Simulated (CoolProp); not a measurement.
A single-stage vapour-compression cycle with R142b: evaporating at 259.15 K (dew point), condensing at 282.15 K (bubble point), superheat 0 K, subcooling 2 K, compressor efficiency 0.7, no pressure losses. Each further row changes one setting.

Values from CoolProp's reference Helmholtz-energy equation of state, Lemmon 2006. It is a short technical equation, of lower accuracy than the large ones.

| case | cooling COP | pressure ratio | discharge temperature (K) | refrigerating effect (kJ/kg) | volumetric capacity (kJ/m³) |
|---|---|---|---|---|---|
| as stated | 7.38 | 2.42 | 295.6 | 200 | 800 |
| evaporating temperature 264.15 K | 9.77 | 1.97 | (withheld) | 203 | 987 |
| condensing temperature 277.15 K | 9.60 | (withheld) | 288.2 | 206 | 826 |
| subcooling 7 K | (withheld) | 2.42 | 295.6 | 206 | 826 |
| superheat 10 K | (withheld) | 2.42 | (withheld) | (withheld) | (withheld) |
| compressor efficiency 0.6 | 6.32 | 2.42 | (withheld) | 200 | 800 |

**Question.** Some entries are withheld; supply them.

**Answer.** 
- evaporating temperature 264.15 K, discharge temperature (K): 292.3
- condensing temperature 277.15 K, pressure ratio: 2.02
- subcooling 7 K, cooling COP: 7.61
- superheat 10 K, cooling COP: 7.35
- superheat 10 K, discharge temperature (K): 306.1
- superheat 10 K, refrigerating effect (kJ/kg): 208
- superheat 10 K, volumetric capacity (kJ/m³): 797
- compressor efficiency 0.6, discharge temperature (K): 300.8
